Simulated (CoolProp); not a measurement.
Saturated liquid density (kg/m³) of methanol: the reference equation beside estimates from Tc = 240.2 °C, pc = 8.216 MPa, ω = 0.565. Rackett uses Z = 0.29056 − 0.08775 ω.

The numbers come from the reference Helmholtz-energy equation of state, de Reuck 1993 in CoolProp.

```csv
T (°C),reference,Rackett,van der Waals
121.85,685.0,652.4,329.1
130.35,674.0,639.6,323.1
138.85,662.4,626.5,316.9
147.25,650.3,612.9,310.4
155.75,637.3,598.6,303.6
164.25,623.3,583.6,296.3
172.75,608.2,567.8,288.6
181.25,591.8,551.0,280.5
189.75,573.8,532.9,271.6
```

Absolute difference from the reference over all 9 rows, mean and median: Rackett 6.0 and 6.1 %, van der Waals 52.3 and 52.4 %.
